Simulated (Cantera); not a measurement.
A perfectly stirred reactor is fed with CH₄ : C₂H₆ : C₃H₈ : O₂ : N₂ = 1 : 0.48 : 0.098 : 3.12 : 11.8 (molar parts), equivalence ratio 1.3, at 10.0 bar; it is adiabatic with a 700 K inlet, and is followed from long to short residence time, starting on the burning branch (τ in s: 0.094, 0.036, 0.013, 0.005, 0.0019, 0.00071, 0.00027, 0.0001, 3.8e-05, 1.4e-05).

Detailed kinetics in Cantera: GRI-Mech 3.0 (53 species, 325 reactions).

x: mole fraction; the columns are a selection and need not sum to one.

| τ (s) | T (K) | x CH₄ | x C₂H₆ | x C₃H₈ | x H₂ | x CO₂ |
|---|---|---|---|---|---|---|
| 0.094 | 2346 | 9.34e-6 | 2.18e-8 | 4.62e-9 | 0.0429 | 0.0515 |
| 0.036 | 2345 | 2.12e-5 | 5.62e-8 | 1.17e-8 | 0.0429 | 0.0515 |
| 0.013 | 2343 | 4.57e-5 | 1.52e-7 | 3.10e-8 | 0.0428 | 0.0514 |
| 0.0050 | 2340 | ___ | ___ | ___ | 0.0427 | 0.0514 |
| 0.0019 | 2335 | 0.000150 | 9.61e-7 | 1.80e-7 | 0.0425 | 0.0512 |
| 0.00071 | 2327 | ___ | ___ | ___ | 0.0422 | 0.0509 |
| 0.00027 | 2313 | 0.000421 | 6.09e-6 | 1.02e-6 | 0.0417 | 0.0503 |
| 0.00010 | 2288 | 0.000773 | 1.65e-5 | 2.56e-6 | 0.0409 | 0.0486 |
| 3.8e-5 | 2231 | 0.00172 | 5.26e-5 | 7.41e-6 | 0.0395 | 0.0443 |
| 1.4e-5 | 700 | 0.0606 | 0.0291 | 0.00594 | <1e-12 | <1e-12 |

Task: Complete the blanks.

Result: 
- 0.0050, x CH₄: 8.55e-5
- 0.0050, x C₂H₆: 3.82e-7
- 0.0050, x C₃H₈: 7.51e-8
- 0.00071, x CH₄: 0.000252
- 0.00071, x C₂H₆: 2.43e-6
- 0.00071, x C₃H₈: 4.32e-7
